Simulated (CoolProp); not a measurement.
Vapour-liquid equilibrium of propylene (1) + R152A (2) at 221.5 K; x and y are mole fractions of (1).

Model: multi-fluid Helmholtz-energy mixture model, Lemmon 2013 and Outcalt 1996; pair parameters Bell 2016, in CoolProp.

**Question.** Give the bubble pressure and the first vapour's composition at x = 0.05, 0.2, 0.8. Is there an azeotrope?

**Answer.** x = 0.05: 0.03513 MPa, y = 0.320; x = 0.2: 0.05680 MPa, y = 0.629; x = 0.8: 0.08263 MPa, y = 0.862. No azeotrope shows between x = 0.05 and 0.95.

The pair parameters rest on a limited set of measurements; away from them the model extrapolates. With so large a gap from Raoult's law the liquid may split in two, which this calculation doesn't test in full.
